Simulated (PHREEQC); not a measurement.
Dissolve 0.046 mol Pb(NO3)2, 8.5e-05 mol H3AsO4, 6.7e-05 mol HCl and 0.18 mol Na2SO4 per kg of water at 25 °C. Closed to the air; pH follows from the charge balance.

All values are PHREEQC results (ion-association model, wateq4f.dat), not measurements.

Each row changes one thing in this solution. Precipitation was switched off in this run.

```
case                                          pH  ionic strength (mol/kgw)  HSO4- (mol/kgw)  PbOH+ (mol/kgw)  Pb2OH+3 (mol/kgw)  HAsO4-2 (mol/kgw)  SI of Mirabilite (Na2SO4:10H2O)  SI of Pb(OH)2 (Pb(OH)2)
------------------------------------------  ----  ------------------------  ---------------  ---------------  -----------------  -----------------  -------------------------------  -----------------------
as made                                     4.45                     0.462         0.000108          1.72e-6            1.09e-6            4.17e-7                            -1.88                    -1.90
temperature from 25 to 50 °C                4.62                     0.461         0.000125          2.71e-6            2.03e-6            7.14e-7                            -3.01                    -0.74
HCl left out                                4.68                     0.462          6.32e-5          2.95e-6            1.87e-6            7.15e-7                            -1.88                    -1.43
HCl replaced by ZnCl2 at the same molality  4.68                     0.462          6.32e-5          2.95e-6            1.87e-6            7.14e-7                            -1.88                    -1.43
HCl from 6.7e-05 to 7.37e-05 mol/kgw        4.43                     0.462         0.000113          1.65e-6            1.05e-6            4.01e-7                            -1.88                    -1.93
```

Some of these states are supersaturated (in Anglesite, Larnakite, for instance). At this temperature some constants are extrapolated from 25 °C, and those without enthalpy data are left unchanged. The database has no arsenate complexes of Pb, Zn.
